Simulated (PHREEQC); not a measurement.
Dissolve 0.032 mmol/kgw Ca(HCO3)2, 0.92 mmol/kgw NaF and 0.035 mmol/kgw KCl at 85 °C. Closed to the air; pH follows from the charge balance.

The numbers come from PHREEQC with the ion-association model, phreeqc.dat.

The pH is 7.29. The ionic strength comes out as 0.00105 mol/kgw and the specific conductance is 283 µS/cm. The total alkalinity is 0.0640 meq/kg.

| species | molality | activity | log γ |
|---|---|---|---|
| Na+ | 0.000919 | 0.000883 | -0.018 |
| F- | 0.000919 | 0.000882 | -0.018 |
| HCO3- | 5.74e-5 | 5.51e-5 | -0.018 |
| Cl- | 3.50e-5 | 3.36e-5 | -0.018 |
| K+ | 3.50e-5 | 3.36e-5 | -0.018 |
| Ca+2 | 3.19e-5 | 2.71e-5 | -0.071 |
| OH- | 6.54e-6 | 6.28e-6 | -0.018 |

This is a speciation only: nothing precipitates in the calculation. At this temperature some constants are extrapolated from 25 °C, and those without enthalpy data are left unchanged.
